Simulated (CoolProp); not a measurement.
Vapour-liquid equilibrium of R113 (1) + n-hexane (2) at 1.33 MPa; x and y are mole fractions of (1).

Values from CoolProp's multi-fluid Helmholtz-energy mixture model, Marx 1992 and Thol 2019; pair parameters Bell 2016.

| x | bubble temperature (K) | y at the bubble point | dew temperature at overall composition x (K) | liquid density (mol/L) |
|---|---|---|---|---|
| 0.05 | 452.2 | 0.073 | 452.9 | 5.527 |
| 0.15 | 448.1 | 0.207 | 449.8 | 5.614 |
| 0.25 | 444.5 | 0.325 | 446.7 | 5.696 |
| 0.35 | 441.3 | 0.433 | 443.7 | 5.776 |
| 0.45 | 438.5 | 0.531 | 440.8 | 5.855 |
| 0.55 | 436.0 | 0.622 | 438.0 | 5.934 |
| 0.65 | 433.8 | 0.709 | 435.3 | 6.014 |
| 0.75 | 431.9 | 0.793 | 432.9 | 6.097 |
| 0.85 | 430.2 | 0.876 | 430.7 | 6.182 |
| 0.95 | 428.7 | 0.958 | 428.8 | 6.271 |

No azeotrope shows between x = 0.05 and 0.95.

Pair parameters are fitted to limited data, so mixtures are less certain than the pure fluids.
